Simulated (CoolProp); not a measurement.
Vapour-liquid equilibrium of R125 (1) + R236FA (2) at 0.143 bar; x and y are mole fractions of (1).

Model: multi-fluid Helmholtz-energy mixture model, Lemmon 2005 and Pan 2012; pair parameters Bell 2016, in CoolProp.

```tsv
x	bubble temperature (°C)	y at the bubble point	dew temperature at overall composition x (°C)	liquid density (mol/L)
0.05	-47.2	0.378	-41.2	10.50
0.125	-54.6	0.653	-42.4	10.79
0.2	-59.9	0.784	-43.7	11.05
0.275	-63.9	0.856	-45.1	11.30
0.35	-67.1	0.900	-46.6	11.53
0.425	-69.7	0.928	-48.2	11.76
0.5	-71.8	0.948	-50.1	11.99
0.575	-73.7	0.962	-52.1	12.22
0.65	-75.4	0.973	-54.5	12.45
0.725	-76.8	0.981	-57.3	12.68
0.8	-78.1	0.988	-60.7	12.91
0.875	-79.3	0.993	-65.2	13.15
0.95	-80.4	0.997	-72.1	13.39
```

No azeotrope shows between x = 0.05 and 0.95.

Pair parameters are fitted to limited data, so mixtures are less certain than the pure fluids.
